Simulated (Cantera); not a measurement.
A perfectly stirred reactor is fed with H2 : O2 : N2 = 1 : 1.22 : 5.98 (molar parts), at 630000 Pa; it is adiabatic with a 300 K inlet, and is followed from long to short residence time, starting on the burning branch (τ in s: 0.15, 0.041, 0.011, 0.003, 0.00083, 0.00023, 6.2e-05, 1.7e-05, 4.6e-06).

Computed with Cantera and GRI-Mech 3.0 (53 species, 325 reactions). The hydrogen kinetics of GRI-Mech 3.0 are dated; newer H2 mechanisms differ, most at raised pressure.

Question: What does this change do: pressure from 630000 Pa to 190000 Pa?

Answer: 
```
quantity                                                                      before                                 after
------------------------------------------------  ----------------------------------  ------------------------------------
blow-out, bracketed by the residence times tried  burning at 41.0 ms, out at 11.0 ms  burning at 0.830 ms, out at 0.230 ms
x(H2) at τ = 0.150 s                                                        0.000813                              0.000215
x(O2) at τ = 0.150 s                                                          0.0939                                0.0936
x(N2O) at τ = 0.150 s                                                        1.42e-6                               1.38e-6
x(H2O) at τ = 0.150 s                                                          0.129                                 0.130
x(H2O2) at τ = 0.150 s                                                       1.95e-6                               4.77e-7
x(H2) at τ = 0.830 ms                                                          0.122                               0.00802
x(O2) at τ = 0.830 ms                                                          0.149                                0.0968
x(N2O) at τ = 0.830 ms                                                        <1e-12                               2.96e-7
x(H2O) at τ = 0.830 ms                                                        <1e-12                                 0.121
x(H2O2) at τ = 0.830 ms                                                       <1e-12                               9.30e-6
```

Question: What does this change do: N2 5.98 to 8 parts?

Answer: 
```json
[
 {"quantity": "blow-out, bracketed by the residence times tried", "before": "burning at 41.0 ms, out at 11.0 ms", "after": "not reached"},
 {"quantity": "x(H2) at τ = 0.150 s", "before": "0.000813", "after": "0.0978"},
 {"quantity": "x(O2) at τ = 0.150 s", "before": "0.0939", "after": "0.119"},
 {"quantity": "x(N2O) at τ = 0.150 s", "before": "1.42e-6", "after": "<1e-12"},
 {"quantity": "x(H2O) at τ = 0.150 s", "before": "0.129", "after": "<1e-12"},
 {"quantity": "x(H2O2) at τ = 0.150 s", "before": "1.95e-6", "after": "<1e-12"},
 {"quantity": "x(H2) at τ = 0.830 ms", "before": "0.122", "after": "0.0978"},
 {"quantity": "x(O2) at τ = 0.830 ms", "before": "0.149", "after": "0.119"},
 {"quantity": "x(N2O) at τ = 0.830 ms", "before": "<1e-12", "after": "<1e-12"},
 {"quantity": "x(H2O) at τ = 0.830 ms", "before": "<1e-12", "after": "<1e-12"},
 {"quantity": "x(H2O2) at τ = 0.830 ms", "before": "<1e-12", "after": "<1e-12"},
 {"quantity": "state", "before": "not reached", "after": "not burning at any residence time tried"}
]
```
